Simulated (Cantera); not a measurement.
Feed: 1 mol SiO2, a varied amount of CH4, 0.65 mol CO, at 1948 K and 1.30 mbar.

These are equilibrium values from Cantera (NASA tables, ideal gas, pure condensed phases), not measurements of a reactor. Candidate condensed phases: C, C6H6, C7H8, C8H18, H2O, Si, SiC, SiO2; 123 gas species. Rates play no part.

Task: At 1 mol CH4, list the 6 most abundant gas species with their mole fractions, and the condensed phases.

Result: H2 0.416, CO 0.351, SiO 0.213, H 0.0202, Si 4.38e-5, H2O 3.72e-5. Condensed: gas only.
